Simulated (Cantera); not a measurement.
Input: 1 mol Si3H8, a varied amount of Cl2, 14 mol H2, held at 1302 °C and 96.0 mbar.

Method: chemical equilibrium by Gibbs-energy minimisation in Cantera with the NASA 1993 tables (ideal gas, pure condensed phases). Candidate condensed phases: Si; 19 gas species. The feed counts by its element totals alone. The tables' values for SiCl3 are old estimates; treat these amounts as uncertain. Equilibrium is a limit: real reactors are often held back by kinetics, nucleation or transport.

log p: log10 of the partial pressure in bar; n: condensed amount in mol.

```tsv
n(Cl2) (mol)	log p H2	log p HCl	log p SiCl2	log p H	n Si(s)
0.015	-1.02	-3.80	-6.05	-4.89	3.00
0.057	-1.02	-3.24	-4.92	-4.89	3.00
0.098	-1.02	…	…	-4.89	2.99
0.14	-1.02	…	…	-4.89	2.99
0.18	-1.03	-2.77	-3.99	-4.89	2.98
0.22	-1.03	-2.70	-3.83	-4.90	2.97
0.27	-1.03	-2.62	-3.68	-4.90	2.96
0.31	-1.03	-2.57	-3.57	-4.90	2.95
0.35	-1.03	-2.52	-3.49	-4.90	2.94
0.39	-1.03	-2.49	-3.41	-4.90	2.92
0.43	-1.04	-2.45	-3.34	-4.90	2.91
```

**Question.** Fill in the missing entries.

**Answer.** 
- 0.14, log p HCl: -2.87
- 0.14, log p SiCl2: -4.19
- 0.098, log p HCl: -3.01
- 0.098, log p SiCl2: -4.47
